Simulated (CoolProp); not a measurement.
The numbers come from the reference Helmholtz-energy equation of state, Gao 2020 in CoolProp.

Question: For ammonia, give the phase and the Joule-Thomson coefficient (K/MPa), conductivity (mW/(m K)) at 511.2 K and 0.101 MPa.

Answer: 
- 511.2 K and 0.101 MPa: gas; Joule-Thomson coefficient 5.29, conductivity 55.0

Thermal conductivity comes from a separate model (Tufeu 1984).
